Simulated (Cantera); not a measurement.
A perfectly stirred reactor is fed with 4.41 % H2, 49.5 % O2, 46.1 % N2, at 0.0263 atm; it is held at 975 K, and followed from long to short residence time.

Cantera simulation using the H2/O2 subset of GRI-Mech 3.0, which has no nitrogen chemistry; the numbers are that mechanism's predictions, not measurements. Radical loss at walls, strong at low pressure, is not modelled. The temperature is held fixed by assumption; the heat of reaction is taken as removed at once.

x: mole fraction; the columns are a selection and need not sum to one.

```tsv
τ (s)	x H2	x O2	x O	x H2O	x H
1.1	0.000449	0.484	0.000422	0.0445	5.39e-5
0.66	0.000599	0.484	0.000570	0.0443	8.91e-5
0.38	0.000814	0.483	0.000783	0.0440	0.000153
0.22	0.00110	0.483	0.00106	0.0436	0.000260
0.13	…	0.483	…	0.0431	…
0.075	…	0.483	…	0.0423	…
0.044	0.00266	0.482	0.00247	0.0413	0.00118
0.025	0.00364	0.482	0.00322	0.0398	0.00193
0.015	0.00483	0.481	0.00401	0.0379	0.00291
0.0085	0.00665	0.481	0.00493	0.0352	0.00437
0.0050	0.00902	0.481	0.00569	0.0318	0.00593
```

Complete the blanks.


- 0.13, x H2: 0.00147
- 0.13, x O: 0.00141
- 0.13, x H: 0.000431
- 0.075, x H2: 0.00199
- 0.075, x O: 0.00189
- 0.075, x H: 0.000723
